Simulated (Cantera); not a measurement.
Cantera with NASA thermochemical tables; ideal gases at 1 bar, condensed phases pure. Values are per mole of reaction as written; species without (g) are pure solids or liquids, kept so even where they would boil at 1 bar.

### Question
Between 300 and 1250 K, where is each reaction favourable under standard conditions?
- MgBr2 → Br2(g) + Mg(g)

### Answer
- MgBr2 → Br2(g) + Mg(g): ΔG° is 619 kJ at 300 K and 386 kJ at 1250 K; it stays positive (K < 1). ΔH° is 634 kJ and ΔS° 199 J/K at 1250 K.
